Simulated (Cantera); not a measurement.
What does this Cantera script print?

```python
import numpy as np
import cantera as ct

gas_names = """
    CL CL2 H HCL H2 N NH NH2 NH3 N2 N2H2 N2H4 Si SiCL SiCL2 SiCL3 SiCL4 SiH SiHCL3 SiH2 SiH2CL2 SiH3
    SiH3CL SiH4 SiN Si2 Si2N Si3
""".split()
cond_names = """
    NH4CL(a) NH4CL(b) Si(cr) Si(L) Si3N4(a)
""".split()


# ... load() reads the species with a 1 bar reference pressure and builds the phases ...
atoms = {
    'SiH2Cl2': {'Si': 1, 'H': 2, 'CL': 2},
    'NH3': {'N': 1, 'H': 3},
    'N2': {'N': 2},
}
top_T = {'Si3N4(a)': 2400}  # K; cautious upper limits of use, not melting points


# ... equilibrate(T, P, feed) seeds the gas with the atoms and calls Mixture.equilibrate('TP', solver="vcs", rtol=1e-11, max_steps=5000) ...
results = []
feed = {'SiH2Cl2': 1, 'NH3': 0.35, 'N2': 2.7}  # mol
P = 88000  # Pa
for T in [1325, 1375, 1425, 1475, 1525, 1575, 1625, 1675, 1725, 1775, 1825, 1875, 1925, 1975]:
    mix = equilibrate(T, P, feed)
    results.append((T, P, feed, dict(zip(mix.species_names, mix.species_moles))))

top = {s: max(r[3][s] / sum(r[3][g] for g in gas_names) for r in results) for s in gas_names}
cols = sorted((s for s in top if top[s] > 0.0001), key=lambda s: -top[s])[:7]
seen = [c for c in cond_names if any(r[3].get(c, 0) > 1e-12 for r in results)]
print("log10 of partial pressures in bar; condensed amounts in mol")
print(f"{'T/K':>10s}" + "".join(f"{s[:9]:>10s}" for s in cols + seen))
for T, P, feed, n in results:
    ng = sum(n[g] for g in gas_names)
    print(f"{T:10.4g}" + "".join(f"{np.log10(max(n[s] / ng * P / 1e5, 1e-99)):10.3f}" for s in cols)
          + "".join(f"{n.get(c, 0):10.4g}" for c in seen))
```

It prints:

```
log10 of partial pressures in bar; condensed amounts in mol
       T/K        N2       HCL        H2     SiCL2     SiCL4     SiCL3    SiHCL3  Si3N4(a)
      1325    -0.360    -0.603    -0.792    -3.750    -1.523    -3.004    -3.003    0.2763
      1375    -0.360    -0.599    -0.796    -3.362    -1.543    -2.784    -2.936    0.2768
      1425    -0.361    -0.596    -0.799    -3.006    -1.569    -2.584    -2.878    0.2766
      1475    -0.361    -0.595    -0.801    -2.678    -1.601    -2.405    -2.831    0.2753
      1525    -0.361    -0.597    -0.802    -2.380    -1.644    -2.248    -2.796    0.2724
      1575    -0.361    -0.603    -0.801    -2.111    -1.704    -2.116    -2.776    0.2672
      1625    -0.361    -0.614    -0.797    -1.872    -1.786    -2.012    -2.777    0.2591
      1675    -0.360    -0.631    -0.791    -1.666    -1.899    -1.941    -2.802    0.2474
      1725    -0.359    -0.655    -0.781    -1.493    -2.045    -1.905    -2.855    0.2323
      1775    -0.357    -0.687    -0.768    -1.352    -2.227    -1.904    -2.935    0.2145
      1825    -0.355    -0.726    -0.753    -1.240    -2.439    -1.934    -3.041     0.195
      1875    -0.353    -0.771    -0.738    -1.153    -2.676    -1.989    -3.167    0.1752
      1925    -0.351    -0.820    -0.723    -1.085    -2.930    -2.063    -3.308    0.1559
      1975    -0.348    -0.873    -0.709    -1.032    -3.192    -2.151    -3.459    0.1379
```

These are equilibrium values from Cantera (NASA tables, ideal gas, pure condensed phases), not measurements of a reactor. The tables' values for SiCl3, SiCl are old estimates; treat these amounts as uncertain.
